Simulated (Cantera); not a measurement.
A closed system holds: 1 mol HMDSO, 0.39 mol CO2, 1.2 mol N2, 1.3 mol O3, at 75.0 Torr.

These are equilibrium values from Cantera (NASA tables, ideal gas, pure condensed phases), not measurements of a reactor. Candidate condensed phases: C, C6H6, C7H8, C8H18, H2O, Si, SiC, SiO2, Si2N2O, Si3N4; 151 gas species. The feed counts by its element totals alone. N2 is the only nitrogen source here; it is nearly inert below about 1500 K, so the nitride shown seldom forms there in practice. Mutual solubility and eutectic melting of coexisting phases are not modelled. The tables hold silica as quartz up to 1696 K and as liquid above; real silica turns to tridymite and cristobalite and melts near 1996 K. Kinetics and transport are ignored.

**Question.** At 1052 °C, list the 5 most abundant gas species with their mole fractions, and the condensed phases.

**Answer.** H2 0.752, CO 0.150, N2 0.0974, CH4 0.000380, H2O 8.10e-5. Condensed: C(graphite) + SiO2(β-quartz) + Si2N2O(s).
